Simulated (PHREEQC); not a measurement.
Make-up at 70 °C: 0.016 mol/kgw KCl, 0.018 mol/kgw CaCl2 and 0.00069 mol/kgw MgCl2. Closed to the air; pH follows from the charge balance.

Model: ion-association model, phreeqc.dat, run in PHREEQC.

Each row changes one thing in this solution. Precipitation was switched off in this run.

```
case                                          pH  MgOH+ (mol/kgw)  CaOH+ (mol/kgw)
------------------------------------------  ----  ---------------  ---------------
as made                                     6.34          9.51e-8          3.29e-9
CaCl2 from 0.018 to 0.0198 mol/kgw          6.34          9.36e-8          3.57e-9
diluted 10-fold with water                  6.38          1.57e-8         5.47e-10
CaCl2 from 0.018 to 0.0018 mol/kgw          6.33          1.17e-7         4.09e-10
diluted 100-fold with water                 6.39          1.92e-9         6.71e-11
MgCl2 from 0.00069 to 0.00138 mol/kgw       6.30          1.75e-7          3.03e-9
KCl replaced by FeCl2 at the same molality  5.22          6.80e-9         2.34e-10
```

At this temperature some constants are extrapolated from 25 °C, and those without enthalpy data are left unchanged.
